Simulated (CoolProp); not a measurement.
Saturated liquid density (kg/m³) of decamethylcyclopentasiloxane (D5): the reference equation beside estimates from Tc = 618.3 K, pc = 1.078 MPa, ω = 0.631.

Computed with CoolProp (reference Helmholtz-energy equation of state, Thol 2019).

```json
[
 {"T (K)": "357.9", "reference": "889.8", "van der Waals": "485.9", "Redlich-Kwong": "716.9", "Soave-Redlich-Kwong": "769.3", "Peng-Robinson": "865.1"},
 {"T (K)": "362.5", "reference": "884.9", "van der Waals": "483.5", "Redlich-Kwong": "712.9", "Soave-Redlich-Kwong": "766.0", "Peng-Robinson": "861.6"},
 {"T (K)": "367.1", "reference": "879.9", "van der Waals": "481.2", "Redlich-Kwong": "708.8", "Soave-Redlich-Kwong": "762.7", "Peng-Robinson": "858.0"},
 {"T (K)": "371.6", "reference": "875.1", "van der Waals": "478.8", "Redlich-Kwong": "704.7", "Soave-Redlich-Kwong": "759.3", "Peng-Robinson": "854.5"},
 {"T (K)": "376.2", "reference": "870.1", "van der Waals": "476.3", "Redlich-Kwong": "700.5", "Soave-Redlich-Kwong": "755.8", "Peng-Robinson": "850.8"},
 {"T (K)": "380.8", "reference": "865.1", "van der Waals": "473.9", "Redlich-Kwong": "696.2", "Soave-Redlich-Kwong": "752.3", "Peng-Robinson": "847.0"},
 {"T (K)": "385.3", "reference": "860.2", "van der Waals": "471.4", "Redlich-Kwong": "692.0", "Soave-Redlich-Kwong": "748.7", "Peng-Robinson": "843.2"},
 {"T (K)": "389.9", "reference": "855.1", "van der Waals": "468.9", "Redlich-Kwong": "687.6", "Soave-Redlich-Kwong": "745.0", "Peng-Robinson": "839.2"},
 {"T (K)": "394.5", "reference": "850.0", "van der Waals": "466.3", "Redlich-Kwong": "683.1", "Soave-Redlich-Kwong": "741.2", "Peng-Robinson": "835.1"},
 {"T (K)": "399", "reference": "845.1", "van der Waals": "463.8", "Redlich-Kwong": "678.7", "Soave-Redlich-Kwong": "737.4", "Peng-Robinson": "831.0"},
 {"T (K)": "403.6", "reference": "839.9", "van der Waals": "461.1", "Redlich-Kwong": "674.1", "Soave-Redlich-Kwong": "733.4", "Peng-Robinson": "826.8"},
 {"T (K)": "408.2", "reference": "834.8", "van der Waals": "458.5", "Redlich-Kwong": "669.4", "Soave-Redlich-Kwong": "729.4", "Peng-Robinson": "822.4"},
 {"T (K)": "412.7", "reference": "829.7", "van der Waals": "455.9", "Redlich-Kwong": "664.8", "Soave-Redlich-Kwong": "725.3", "Peng-Robinson": "818.0"}
]
```

Absolute difference from the reference over all 13 rows, mean and median: van der Waals 45.2 and 45.2 %, Redlich-Kwong 19.6 and 19.6 %, Soave-Redlich-Kwong 13.0 and 13.0 %, Peng-Robinson 2.0 and 2.0 %.
